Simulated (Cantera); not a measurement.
Mixture: 7.24 % CH4, 13.2 % O2, 79.6 % N2, at 33.0 bar, adiabatic and at constant pressure. Ignition delay is the time to a rise of 400 K.

Computed with Cantera and GRI-Mech 3.0 (53 species, 325 reactions). The pressure lies above the range GRI-Mech 3.0 was tuned for (to about 10 atm).

Problem. Predict: delay at 1225 K; delay at 1325 K; delay at 1425 K; delay at 1525 K; delay at 1625 K; delay at 1725 K; apparent activation energy between 1525 and 1725 K.

Solution. 
```json
{
  "delay at 1225 K": "1.46 ms",
  "delay at 1325 K": "0.510 ms",
  "delay at 1425 K": "0.198 ms",
  "delay at 1525 K": "82.4 µs",
  "delay at 1625 K": "36.0 µs",
  "delay at 1725 K": "16.4 µs",
  "apparent activation energy between 1525 and 1725 K": "180 kJ/mol"
}
```
